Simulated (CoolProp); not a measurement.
Vapour pressure (kPa) of c-C4F8 (RC318): the reference equation beside estimates from Tc = 115.2 °C, pc = 2778 kPa, ω = 0.355. Clausius-Clapeyron is anchored at -24.65 °C with a constant enthalpy of vaporisation of 24.66 kJ/mol.

Values from CoolProp's reference Helmholtz-energy equation of state, Platzer 1990. This equation is an older, rougher fit; its heat capacities, sound speeds and derivatives of the liquid may be far off and weren't checked against measurements.

| T (°C) | reference | Lee-Kesler | Clausius-Clapeyron | van der Waals | Redlich-Kwong | Soave-Redlich-Kwong | Peng-Robinson |
|---|---|---|---|---|---|---|---|
| -33.35 | 27.85 | 27.71 | 28.26 | 284.1 | 76.38 | 27.88 | 28.50 |
| -24.65 | 43.58 | 43.43 | 43.58 | 346.3 | 108.4 | 43.57 | 44.19 |
| -15.95 | 65.76 | 65.65 | 65.26 | 417.1 | 149.4 | 65.71 | 66.21 |
| -7.25 | 96.09 | 96.04 | 95.17 | 496.8 | 200.9 | 96.01 | 96.21 |
| 1.45 | 136.4 | 136.5 | 135.5 | 585.9 | 264.2 | 136.4 | 136.1 |
| 10.25 | 189.5 | 189.8 | 189.5 | 686.0 | 341.7 | 189.6 | 188.5 |
| 18.95 | 256.4 | 256.7 | 258.9 | 795.3 | 432.9 | 256.9 | 254.6 |
| 27.65 | 339.8 | 340.3 | 347.2 | 915.2 | 540.1 | 341.1 | 337.4 |
| 36.35 | 442.4 | 442.9 | 458.1 | 1046 | 664.6 | 444.9 | 439.4 |
| 45.05 | 566.7 | 567.0 | 595.4 | 1188 | 807.5 | 570.9 | 563.4 |
| 53.75 | 715.4 | 715.3 | 763.0 | 1342 | 970.1 | 722.2 | 712.4 |
| 62.45 | 891.6 | 890.9 | 965.3 | 1507 | 1154 | 901.5 | 889.6 |

Absolute difference from the reference over all 12 rows, mean and median: Lee-Kesler 0.2 and 0.1 %, Clausius-Clapeyron 2.5 and 1.2 %, van der Waals 328.3 and 236.1 %, Redlich-Kwong 84.9 and 74.6 %, Soave-Redlich-Kwong 0.4 and 0.2 %, Peng-Robinson 0.7 and 0.6 %.
